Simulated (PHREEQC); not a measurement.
H2SO4 is added in steps, without added water, to 1 kg of water holding 99 mmol/kgw HF and 0.069 mmol/kgw NH4HF2, at 18 °C. Oxygen is held at 0.21 atm. No CO2 enters from the air. No solid was allowed to form.

Base run: PHREEQC, ion-association model, wateq4f.dat. Each further column changes one thing. The table gives HSO4- (mol/kgw).

| H2SO4 added (mol) | base | Debye-Hückel limiting law | Davies equation for every ion | all activity coefficients set to 1 | database phreeqc.dat |
|---|---|---|---|---|---|
| 0 | 0 | 0 | 0 | 0 | 0 |
| 0.00325 | 0.00125 | 0.00118 | 0.00123 | 0.00153 | 0.00135 |
| 0.005417 | 0.00227 | 0.00213 | 0.00224 | 0.00280 | 0.00240 |
| 0.008667 | 0.00403 | 0.00373 | 0.00396 | 0.00498 | 0.00419 |
| 0.01192 | 0.00599 | 0.00548 | 0.00588 | 0.00740 | 0.00615 |
| 0.01408 | 0.00738 | 0.00671 | 0.00725 | 0.00911 | 0.00755 |
| 0.01733 | 0.00958 | 0.00863 | 0.00941 | 0.0118 | 0.00974 |
| 0.02058 | 0.0119 | 0.0106 | 0.0117 | 0.0145 | 0.0120 |
| 0.02275 | 0.0135 | 0.0120 | 0.0132 | 0.0164 | 0.0136 |
| 0.026 | 0.0159 | 0.0140 | 0.0156 | 0.0193 | 0.0160 |

wateq4f.dat counts part of the HF as a dimer, H2F2, which phreeqc.dat doesn't know; its constant is uncertain.  phreeqc.dat and wateq4f.dat share most of their constants, so their agreement is no independent check.
